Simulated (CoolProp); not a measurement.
Vapour-liquid equilibrium of benzene (1) + m-xylene (2) at 0.119 MPa; x and y are mole fractions of (1).

Model: multi-fluid Helmholtz-energy mixture model, Thol 2012 and Zhou 2012; pair parameters Bell 2016, in CoolProp.

| x | bubble temperature (°C) | y at the bubble point | dew temperature at overall composition x (°C) | liquid density (mol/L) |
|---|---|---|---|---|
| 0.05 | 139.0 | 0.185 | ? | 7.208 |
| 0.125 | ? | 0.391 | 141.1 | 7.431 |
| 0.2 | 124.3 | 0.537 | ? | 7.653 |
| 0.275 | 118.4 | 0.645 | 135.7 | 7.875 |
| 0.35 | 113.3 | 0.726 | 132.8 | 8.100 |
| 0.425 | 108.7 | 0.789 | 129.6 | 8.328 |
| 0.5 | 104.7 | 0.838 | 126.1 | ? |
| 0.575 | 101.0 | 0.877 | 122.3 | 8.802 |
| 0.65 | 97.7 | 0.909 | 118.1 | 9.050 |
| 0.725 | 94.7 | 0.936 | 113.3 | 9.307 |
| 0.8 | 91.9 | 0.958 | 107.8 | 9.573 |
| 0.875 | 89.3 | 0.976 | 101.3 | 9.850 |
| 0.95 | 86.9 | 0.991 | 92.9 | 10.14 |

Complete the blanks.


- 0.05, dew temperature at overall composition x (°C): 143.6
- 0.125, bubble temperature (°C): 131.1
- 0.2, dew temperature at overall composition x (°C): 138.5
- 0.5, liquid density (mol/L): 8.562

No azeotrope shows between x = 0.05 and 0.95.

The pair parameters rest on a limited set of measurements; away from them the model extrapolates.
